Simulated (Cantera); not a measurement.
Premixed flame

A freely propagating, adiabatic, planar premixed flame of 8.49 % CH₄, 0.697 % CO, 17.3 % O₂, 72.8 % N₂, 0.688 % H₂O, unburnt at 423 K and 120000 Pa; mixture-averaged transport, grid criteria slope 0.08 and curve 0.16, no radiation.

Detailed kinetics in Cantera: GRI-Mech 3.0 (53 species, 325 reactions). Burning velocities carry a grid error of a few per cent, more on coarse grids.

```tsv
z (mm)	T (K)	u (m/s)	x CH₄	x CO	x O₂	x NO	x H₂O	x C₂H
-1.20	423	0.515	0.0849	0.00696	0.173	<1e-8	0.00690	<1e-8
-0.797	425	0.518	0.0846	0.00698	0.173	<1e-8	0.00714	<1e-8
-0.598	432	0.527	0.0840	0.00708	0.172	1.00e-8	0.00811	<1e-8
-0.399	491	0.602	0.0803	0.00819	0.168	1.16e-7	0.0154	<1e-8
-0.199	887	1.10	0.0571	0.0184	0.137	2.05e-6	0.0570	<1e-8
-0.0997	1299	1.63	0.0314	0.0319	0.0976	5.05e-6	0.0973	<1e-8
0	1685	2.12	0.00689	0.0443	0.0525	9.90e-6	0.136	8.65e-8
0.0997	1836	2.30	0.000367	0.0395	0.0281	1.58e-5	0.152	4.84e-8
0.199	1886	2.35	9.27e-6	0.0307	0.0206	1.94e-5	0.154	<1e-8
0.399	1945	2.41	1.03e-8	0.0231	0.0164	2.32e-5	0.156	<1e-8
0.797	2013	2.49	<1e-8	0.0191	0.0134	2.80e-5	0.159	<1e-8
1.59	2081	2.56	<1e-8	0.0159	0.0106	3.51e-5	0.164	<1e-8
3.19	2135	2.62	<1e-8	0.0127	0.00810	4.54e-5	0.168	<1e-8
```
x: mole fraction of selected species; z is measured from the peak of heat release.

```yaml
laminar_burning_velocity: 51.5 cm/s
thermal_thickness: 0.399 mm
peak x(C₂H): 1.25e-7
grid_points: 154
```
